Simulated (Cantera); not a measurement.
A Cantera script and what it prints.

```python
import numpy as np
import cantera as ct

gas_names = """
    Fe FeO Fe(OH)2 H HO2 H2 H2O H2O2 H2S H2SO4 O OH O2 O3 S SH SO SO2 SO3 S2 S2O S8
""".split()
cond_names = """
    Fe(a) Fe(c) Fe(d) Fe(L) FeO(s) FeO(L) Fe(OH)2(s) Fe(OH)3(s) FeS(a) FeS(b) FeS(c) FeS(L) FeSO4(s)
    FeS2(s) Fe2O3(s) Fe2S3O12(s) Fe3O4(s) H2O(s) H2O(L) H2SO4(L) S(cr1) S(cr2) S(L)
""".split()


def load(file, names, dense=False):
    # The tables refer to 1 bar. Condensed volumes are neglected.
    table = {s.name: s for s in ct.Species.list_from_file(file)}
    out = []
    for n in names:
        d = dict(table[n].input_data)
        d["thermo"] = dict(d["thermo"], **{"reference-pressure": 1e5})
        if dense:
            d["equation-of-state"] = {"model": "constant-volume", "density": "1e6 g/cm^3"}
        out.append(ct.Species.from_dict(d))
    return out


gas = ct.Solution(thermo="ideal-gas", species=load("nasa_gas.yaml", gas_names))
cond = {s.name: ct.Solution(thermo="fixed-stoichiometry", species=[s], name=s.name)
        for s in load("nasa_condensed.yaml", cond_names, dense=True)}
atoms = {
    'FeS2': {'Fe': 1, 'S': 2},
    'H2S': {'H': 2, 'S': 1},
    'O2': {'O': 2},
}
top_T = {'FeSO4(s)': 950, 'FeS2(s)': 1010, 'Fe2O3(s)': 1830, 'Fe2S3O12(s)': 1100, 'Fe3O4(s)': 1870}  # K; cautious upper limits of use, not melting points


def equilibrate(T, P, feed):
    n = {}
    for name, mol in feed.items():
        for a, k in atoms[name].items():
            n[a] = n.get(a, 0.0) + k * mol
    gas.TPX = T, P, n
    mass = sum(n.values()) * gas.mean_molecular_weight
    gas.equilibrate("TP")
    valid = [c for c in cond.values() if c.min_temp <= T <= top_T.get(c.name, c.max_temp)]
    mix = ct.Mixture([(gas, mass / gas.mean_molecular_weight)] + [(c, 0.0) for c in valid])
    mix.T, mix.P = T, P
    mix.equilibrate("TP", solver="vcs", rtol=1e-11, max_steps=5000)
    return mix


results = []
T = 1425  # K
P = 4200  # Pa
for m in [0.65, 0.81, 1, 1.3, 1.6, 2, 2.5, 3.1, 3.8, 4.8, 6, 7.5, 9.3]:
    feed = {'FeS2': 1, 'H2S': 0.44, 'O2': m}  # mol
    mix = equilibrate(T, P, feed)
    results.append((T, P, feed, dict(zip(mix.species_names, mix.species_moles))))
    x = sorted(zip(gas.X, gas.species_names), reverse=True)
    print(f"T = {T:g} K  P = {P:g} Pa  n(O2) = {m:g} mol  gas = {mix.phase_moles(0):.4g} mol")
    print("   x: " + "  ".join(f"{s} {v:.3e}" for v, s in x if v > 0.001))
    print("   condensed (mol): " + ("  ".join(f"{mix.phase(i).name} {mix.phase_moles(i):.4g}"
          for i in range(1, mix.n_phases) if mix.phase_moles(i) > 1e-12) or "none"))
```

It prints:

```
T = 1425 K  P = 4200 Pa  n(O2) = 0.65 mol  gas = 1.378 mol
   x: S2 3.398e-01  SO2 3.295e-01  H2O 2.733e-01  H2 2.773e-02  H2S 1.764e-02  S2O 5.874e-03  SO 4.987e-03  SH 1.149e-03
   condensed (mol): FeS(c) 1
T = 1425 K  P = 4200 Pa  n(O2) = 0.81 mol  gas = 1.459 mol
   x: SO2 4.170e-01  S2 2.700e-01  H2O 2.657e-01  H2 2.263e-02  H2S 1.283e-02  S2O 5.561e-03  SO 5.296e-03
   condensed (mol): FeS(c) 1
T = 1425 K  P = 4200 Pa  n(O2) = 1 mol  gas = 1.554 mol
   x: SO2 5.104e-01  H2O 2.558e-01  S2 1.958e-01  H2 1.817e-02  H2S 8.775e-03  SO 5.407e-03  S2O 4.835e-03
   condensed (mol): FeS(c) 1
T = 1425 K  P = 4200 Pa  n(O2) = 1.3 mol  gas = 1.76 mol
   x: SO2 5.558e-01  H2O 2.273e-01  S2 1.836e-01  H2 1.522e-02  H2S 7.119e-03  SO 5.552e-03  S2O 4.807e-03
   condensed (mol): FeO(s) 0.225  FeS(c) 0.775
T = 1425 K  P = 4200 Pa  n(O2) = 1.6 mol  gas = 1.977 mol
   x: SO2 5.780e-01  H2O 2.025e-01  S2 1.884e-01  H2 1.339e-02  H2S 6.342e-03  SO 5.699e-03  S2O 5.000e-03
   condensed (mol): FeO(s) 0.4928  FeS(c) 0.5072
T = 1425 K  P = 4200 Pa  n(O2) = 2 mol  gas = 2.266 mol
   x: SO2 6.011e-01  S2 1.934e-01  H2O 1.768e-01  H2 1.153e-02  SO 5.850e-03  H2S 5.537e-03  S2O 5.199e-03
   condensed (mol): FeO(s) 0.8497  FeS(c) 0.1503
T = 1425 K  P = 4200 Pa  n(O2) = 2.5 mol  gas = 2.555 mol
   x: SO2 6.980e-01  H2O 1.602e-01  S2 1.200e-01  H2 8.607e-03  SO 5.595e-03  S2O 3.917e-03  H2S 3.254e-03
   condensed (mol): FeO(s) 1
T = 1425 K  P = 4200 Pa  n(O2) = 3.1 mol  gas = 2.854 mol
   x: SO2 8.341e-01  H2O 1.500e-01  S2 8.051e-03  H2 3.753e-03  SO 3.113e-03
   condensed (mol): FeO(s) 1
T = 1425 K  P = 4200 Pa  n(O2) = 3.8 mol  gas = 3.265 mol
   x: SO2 7.443e-01  H2O 1.347e-01  O2 1.180e-01  SO3 2.932e-03
   condensed (mol): Fe2O3(s) 0.5
T = 1425 K  P = 4200 Pa  n(O2) = 4.8 mol  gas = 4.262 mol
   x: SO2 5.688e-01  O2 3.242e-01  H2O 1.032e-01  SO3 3.714e-03
   condensed (mol): Fe2O3(s) 0.5
T = 1425 K  P = 4200 Pa  n(O2) = 6 mol  gas = 5.461 mol
   x: O2 4.725e-01  SO2 4.433e-01  H2O 8.053e-02  SO3 3.495e-03
   condensed (mol): Fe2O3(s) 0.5
T = 1425 K  P = 4200 Pa  n(O2) = 7.5 mol  gas = 6.96 mol
   x: O2 5.861e-01  SO2 3.475e-01  H2O 6.318e-02  SO3 3.052e-03
   condensed (mol): Fe2O3(s) 0.5
T = 1425 K  P = 4200 Pa  n(O2) = 9.3 mol  gas = 8.759 mol
   x: O2 6.711e-01  SO2 2.760e-01  H2O 5.019e-02  SO3 2.593e-03
   condensed (mol): Fe2O3(s) 0.5
```

Equilibrium computed with Cantera from the NASA thermochemical tables; the gas is ideal and each condensed phase is pure. Metal and sulfide melt together well below either melting point, which pure phases cannot show. Mutual solubility and eutectic melting of coexisting phases are not modelled. The tables' stoichiometric FeO is somewhat more stable than real wüstite, so its field is too wide. FeO, FeS: taken at fixed stoichiometry.
